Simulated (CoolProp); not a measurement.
Properties of CF4 (R14) along the isotherm -38.45 °C.

Model: reference Helmholtz-energy equation of state, Platzer 1990, in CoolProp. This equation is an older, rougher fit.

```tsv
p (kPa)	phase	cp (kJ/(kg K))	cv (kJ/(kg K))	speed of sound (m/s)	Joule-Thomson coefficient (K/MPa)	isothermal compressibility (1/MPa)	Prandtl number
134	gas	0.5990	0.5000	161.2	9.593	7.547	0.751
269	gas	0.6049	0.5010	159.9	9.682	3.804	0.759
403	gas	0.6112	0.5021	158.7	9.772	2.570	0.768
537	gas	0.6180	0.5034	157.4	9.863	1.953	0.777
672	gas	0.6255	0.5047	156.2	9.957	1.581	0.786
806	gas	0.6335	0.5062	154.9	10.05	1.336	0.796
941	gas	0.6423	0.5078	153.6	10.15	1.161	0.807
1070	gas	0.6514	0.5094	152.3	10.24	1.036	0.818
1210	gas	0.6621	0.5114	151.0	10.34	0.9312	0.831
1340	gas	0.6731	0.5133	149.7	10.44	0.8544	0.843
1480	gas	0.6860	0.5156	148.3	10.55	0.7877	0.858
1610	gas	0.6992	0.5179	146.9	10.65	0.7372	0.873
1750	gas	0.7150	0.5206	145.5	10.75	0.6922	0.891
1880	gas	0.7312	0.5232	144.1	10.85	0.6575	0.909
```

Viscosity comes from a separate model (Huber 2003), an estimate that may be off by 10 % or more. Thermal conductivity comes from a separate model (Huber 2003), an estimate that may be off by 10 % or more.
